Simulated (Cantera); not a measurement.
Ignition delay

Mixture: 3.73 % CH₄, 11.8 % O₂, 81.7 % N₂, 2.76 % CO₂, at 1350 Torr, adiabatic and at constant volume. Ignition delay is the time to a rise of 400 K.

Model: GRI-Mech 3.0 (53 species, 325 reactions), integrated in Cantera.

| T0 (K) | delay (ms) |
|---|---|
| 1125 | 114 |
| 1200 | 38.9 |
| 1275 | 14.3 |
| 1350 | 5.61 |
| 1425 | 2.35 |
| 1500 | 1.05 |
| 1575 | 0.513 |

```json
{
 "apparent activation energy between 1425 and 1575 K": "190 kJ/mol"
}
```
